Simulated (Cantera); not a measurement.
Charge: 1 mol CH2F2, 0.5 mol F2, held at 0.458 Torr.

Cantera equilibrium calculation (NASA polynomials, part measured and part estimated; ideal gas, pure solids and liquids). Candidate condensed phases: C, C6H6, C7H8, C8H18; 110 gas species. Ions and electrons are included (thermal ionisation). Rates play no part. All values below are at 2500 K.

Base state: HF 0.663, F 0.314, CF 0.0103, CF2 0.00685, H 0.00457, C3 0.000815, C 0.000273, C2 7.51e-5 (mole fractions); condensed: C(graphite).

Question: What changes in the equilibrium state with this change: pressure from 0.458 Torr to 10.0 Torr?

Answer: 
```tsv
species	before	after
HF	0.663	0.713
F	0.314	0.211
CF2	0.00685	0.0675
CF	0.0103	0.00689
CF4	3.21e-7	0.000679
CF3	3.67e-6	0.000530
C	0.000273	1.25e-5
C3	0.000815	3.73e-5
C2	7.51e-5	3.44e-6
C(graphite), mol	0.940	0.788
```
